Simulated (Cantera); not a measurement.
**Low-pressure radical oxidation in H2/O2**

An isothermal, constant-pressure homogeneous reactor starts with H2 : O2 = 0.0083 : 1 (molar parts), at 1200 K and 0.00190 bar.

Computed with Cantera and the H2/O2 subset of GRI-Mech 3.0, which has no nitrogen chemistry. Radical loss at walls, strong at low pressure, is not modelled.

```
t (s)        x H2   x O2     x H2O       x O     x HO2
--------  -------  -----  --------  --------  --------
1.00e-5   0.00823  0.992    <1e-12    <1e-12  1.07e-11
3.55e-5   0.00823  0.992    <1e-12  2.21e-12  3.79e-11
0.000126  0.00823  0.992    <1e-12  2.51e-11  1.35e-10
0.000447  0.00823  0.992  1.36e-11  2.34e-10  4.78e-10
0.00159   0.00823  0.992  3.37e-10   1.57e-9   1.70e-9
0.00563   0.00823  0.992   7.11e-9   1.17e-8   6.02e-9
0.0200    0.00823  0.992   4.79e-7   4.57e-7   2.15e-8
0.0710    0.00167  0.986   0.00552   0.00496   1.94e-7
0.252     2.90e-5  0.984   0.00772   0.00724   1.09e-7
0.894     2.73e-5  0.985   0.00775   0.00680   1.06e-7
3.17      2.24e-5  0.986   0.00782   0.00554   9.71e-8
11.3      1.24e-5  0.988   0.00798   0.00302   7.28e-8
40.0      3.36e-6  0.991   0.00814  0.000802   3.57e-8
```
x: mole fraction; the columns are a selection and need not sum to one.

Equilibrium at this temperature and pressure: H2 2.43e-9, O2 0.992, H2O 0.00826, O 5.76e-7, HO2 2.58e-9 (gas phase only).
